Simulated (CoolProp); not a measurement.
Vapour-liquid equilibrium of R143a (1) + dimethyl ether (2) at 7.1 bar; x and y are mole fractions of (1).

Model: multi-fluid Helmholtz-energy mixture model, Lemmon and Jacobsen 2000 and Wu 2011; pair parameters Bell 2016, in CoolProp.

| x | bubble temperature, mixture model (K) | bubble temperature, Raoult's law (K) | y, mixture model | y, Raoult's law |
|---|---|---|---|---|
| 0.05 | 302.5 | 302.8 | 0.098 | 0.100 |
| 0.125 | 299.4 | 300.0 | 0.226 | 0.233 |
| 0.2 | 296.7 | 297.4 | 0.336 | 0.349 |
| 0.275 | 294.2 | 295.0 | 0.432 | 0.450 |
| 0.35 | 291.9 | 292.8 | 0.516 | 0.539 |
| 0.425 | 289.8 | 290.6 | 0.591 | 0.618 |
| 0.5 | 287.9 | 288.6 | 0.658 | 0.687 |
| 0.575 | 286.1 | 286.7 | 0.720 | 0.750 |
| 0.65 | 284.4 | 284.9 | 0.776 | 0.805 |
| 0.725 | 282.8 | 283.2 | 0.829 | 0.855 |
| 0.8 | 281.3 | 281.6 | 0.879 | 0.900 |
| 0.875 | 279.9 | 280.0 | 0.926 | 0.941 |
| 0.95 | 278.5 | 278.5 | 0.971 | 0.977 |

The largest gap from Raoult's law is -0.9 K in bubble temperature, at x = 0.35. No azeotrope shows between x = 0.05 and 0.95.

The pair parameters rest on a limited set of measurements; away from them the model extrapolates.
